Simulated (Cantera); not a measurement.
Feed: 1 mol AlCl₃, 1.2 mol N₂, 0.3 mol O₂, held at 1.00 bar.

Cantera equilibrium calculation (NASA polynomials, part measured and part estimated; ideal gas, pure solids and liquids). Candidate condensed phases: Al, AlCl₃, AlN, Al₂O₃; 24 gas species. The numbers say what is thermodynamically allowed, not how fast it happens. All values below are at 1550 K.

Base state: N₂ 0.490, AlCl₃ 0.245, Cl₂ 0.226, Cl 0.0385, Al₂Cl₆ 5.20e-5, O₂ 2.33e-5, NO 1.29e-5 (mole fractions); condensed: Al₂O₃(s).

Task: What changes in the equilibrium state with this change: pressure from 1.00 bar to 0.000110 bar?

Result: 
```csv
species,before,after
N₂,0.490,0.401
Cl,0.0385,0.396
AlCl₃,0.245,0.200
Cl₂,0.226,0.00263
Al₂Cl₆,5.20e-5,3.81e-9
AlCl₂,5.83e-7,0.000420
AlOCl,3.59e-8,1.46e-5
"Al₂O₃(s), mol",0.200,0.200
```
The tables' values for AlCl₂ are old estimates; treat these amounts as uncertain.
